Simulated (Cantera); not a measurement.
A perfectly stirred reactor is fed with C3H8 : H2 = 1 : 6.2 (molar parts), at 0.00168 atm; it is held at 1400 K, and followed from long to short residence time.

Cantera simulation using GRI-Mech 3.0 (53 species, 325 reactions); the numbers are that mechanism's predictions, not measurements. GRI-Mech 3.0 was tuned for natural gas; its chemistry of propane as a main component is partial and can be far from experiment. GRI-Mech 3.0 stops at C3 and has no aromatics, soot or wall deposition, so with more carbon than oxygen in the feed, carbon stays in small species such as C2H2 where larger ones or solid carbon would form. Radical loss at walls, strong at low pressure, is not modelled.

### Question
Predict: x(C3H8) at τ = 1.60 s; x(H2) at τ = 1.60 s; x(CH2) at τ = 1.60 s; x(C2H6) at τ = 1.60 s; x(C2H4) at τ = 1.60 s; x(C3H8) at τ = 28.0 ms; x(H2) at τ = 28.0 ms; x(CH2) at τ = 28.0 ms; x(C2H6) at τ = 28.0 ms; x(C2H4) at τ = 28.0 ms.

### Answer
* **x(C3H8) at τ = 1.60 s**: 0.000627
* **x(H2) at τ = 1.60 s**: 0.784
* **x(CH2) at τ = 1.60 s**: 3.96e-7
* **x(C2H6) at τ = 1.60 s**: 8.26e-5
* **x(C2H4) at τ = 1.60 s**: 0.0142
* **x(C3H8) at τ = 28.0 ms**: 0.0195
* **x(H2) at τ = 28.0 ms**: 0.771
* **x(CH2) at τ = 28.0 ms**: 1.90e-6
* **x(C2H6) at τ = 28.0 ms**: 0.000624
* **x(C2H4) at τ = 28.0 ms**: 0.0788
